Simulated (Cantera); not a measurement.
Charge: 1 mol c-C4F8, 0.14 mol H2, equilibrated at 15.0 Pa.

Points: T (K) = 2000, 2500, 3000, 3500, 4000, 4500, 5000.

Cantera's Mixture.equilibrate('TP', solver="vcs", rtol=1e-11, max_steps=5000) on the NASA tables stopped like this:

```
ERROR: FAILURE its = 5001!

*******************************************************************************
CanteraError thrown by MultiPhase::equilibrate:
VCS solver failed. Return code: -1
*******************************************************************************
```

Q: What got this run through?

A: This is not unique; one that fits is The failure is numerical, not chemical. The same input converged with solver="gibbs", rtol=1e-10, max_steps=50000, and the result passed a check of the equilibrium conditions:
```
log10 of partial pressures in bar; condensed amounts in mol
       T/K         F         C       CF2       CF4        C3        HF        CF     C(gr)
      2000    -4.131   -10.517    -4.321    -4.737   -10.557    -5.051    -6.465     1.886
      2500    -3.862    -6.779    -5.668   -10.288    -6.304    -5.280    -5.348     3.557
      3000    -3.953    -4.786    -7.615   -15.564    -4.980    -5.764    -5.381         0
      3500    -4.008    -4.328    -9.958   -20.257    -6.938    -7.150    -6.365         0
      4000    -4.010    -4.312   -11.968   -23.946    -9.394    -8.265    -7.395         0
      4500    -4.010    -4.312   -13.544   -26.821   -11.342    -9.138    -8.211         0
      5000    -4.011    -4.316   -14.811   -29.127   -12.913    -9.839    -8.870         0
```

The gas is ideal and each condensed phase is pure. The feed counts by its element totals alone. Gases not in the tables: C2F6 and larger saturated fluorocarbons.
